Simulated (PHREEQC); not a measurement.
**Metal-bearing waste water**

Solution (15 °C): 0.016 mol/kgw ZnSO4 and 5.2e-05 mol/kgw MgSO4. Closed to the air; pH follows from the charge balance.

Computed with PHREEQC (ion-association model, phreeqc.dat).

No solid was allowed to form.

### Question
Predict the pH, ionic strength.

### Answer
pH 5.86; ionic strength 0.0412 mol/kgw.

### Question
In which forms is Zn present?

### Answer
Zn+2 64 %, ZnSO4 33 %, Zn(SO4)2-2 2.9 % of the Zn.
